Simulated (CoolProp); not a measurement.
Vapour pressure (kPa) of o-xylene: the reference equation beside estimates from Tc = 630.3 K, pc = 3737 kPa, ω = 0.312.

The numbers come from the reference Helmholtz-energy equation of state, Zhou 2012 in CoolProp.

| T (K) | reference | van der Waals | Redlich-Kwong | Soave-Redlich-Kwong | Peng-Robinson |
|---|---|---|---|---|---|
| 468.2 | 328.2 | 1008 | 529.4 | 330.4 | 327.5 |
| 480.2 | 416.0 | 1139 | 642.9 | 420.1 | 415.7 |
| 492.2 | 520.6 | 1280 | 772.4 | 527.3 | 521.1 |
| 504.2 | 644.0 | 1433 | 919.1 | 654.0 | 645.7 |
| 516.2 | 788.3 | 1596 | 1084 | 802.4 | 791.6 |
| 528.3 | 957.2 | 1772 | 1269 | 976.0 | 962.8 |
| 540.3 | 1150 | 1958 | 1474 | 1174 | 1159 |
| 552.3 | 1372 | 2156 | 1699 | 1401 | 1383 |
| 564.3 | 1624 | 2365 | 1946 | 1659 | 1639 |
| 576.3 | 1911 | 2587 | 2217 | 1950 | 1929 |
| 588.4 | 2238 | 2823 | 2513 | 2279 | 2259 |
| 600.4 | 2606 | 3069 | 2832 | 2645 | 2627 |

Absolute difference from the reference over all 12 rows, mean and median: van der Waals 90.8 and 77.7 %, Redlich-Kwong 32.2 and 30.4 %, Soave-Redlich-Kwong 1.7 and 1.8 %, Peng-Robinson 0.6 and 0.7 %.
